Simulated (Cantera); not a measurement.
A freely propagating, adiabatic, planar premixed flame of CH4 : H2 : O2 : N2 = 1 : 0.043 : 2.85 : 12 (molar parts), unburnt at 350 K and 1.00 bar; mixture-averaged transport, grid criteria slope 0.08 and curve 0.16, no radiation.

Model: GRI-Mech 3.0 (53 species, 325 reactions), integrated in Cantera. Burning velocities carry a grid error of a few per cent, more on coarse grids.

x: mole fraction of selected species; z is measured from the peak of heat release.

```csv
z (mm),T (K),u (m/s),x CH4,x H2,x O2,x CH3,x NO2,x HCO
-2.21,351,0.207,0.0629,(withheld),0.179,<1e-8,<1e-8,<1e-8
-1.47,355,0.210,0.0626,(withheld),0.179,<1e-8,<1e-8,<1e-8
-1.10,371,0.220,0.0617,(withheld),0.178,2.55e-8,1.17e-8,<1e-8
-0.736,457,0.271,0.0571,(withheld),0.172,3.13e-7,7.34e-8,<1e-8
-0.368,822,0.490,0.0383,0.00489,0.142,3.73e-5,1.52e-7,3.21e-8
-0.184,1151,0.689,0.0208,0.00524,0.112,0.000314,3.92e-8,1.23e-6
0,1473,0.882,0.00421,(withheld),0.0779,0.000408,<1e-8,8.99e-6
0.184,1605,0.958,0.000165,(withheld),0.0617,2.34e-5,<1e-8,1.52e-6
0.368,1659,0.986,3.36e-6,(withheld),0.0571,5.51e-7,<1e-8,4.21e-8
0.736,1716,1.02,<1e-8,(withheld),0.0544,<1e-8,<1e-8,<1e-8
1.47,1759,1.04,<1e-8,(withheld),0.0530,<1e-8,<1e-8,<1e-8
2.94,1781,1.05,<1e-8,(withheld),0.0526,<1e-8,<1e-8,<1e-8
5.88,1789,1.06,<1e-8,(withheld),0.0526,<1e-8,<1e-8,<1e-8
```

Problem. Complete the blanks.

Solution. 
- -2.21, x H2: 0.00289
- -1.47, x H2: 0.00318
- -1.10, x H2: 0.00351
- -0.736, x H2: 0.00409
- 0, x H2: 0.00461
- 0.184, x H2: 0.00270
- 0.368, x H2: 0.00193
- 0.736, x H2: 0.00131
- 1.47, x H2: 0.000626
- 2.94, x H2: 0.000207
- 5.88, x H2: 6.35e-5
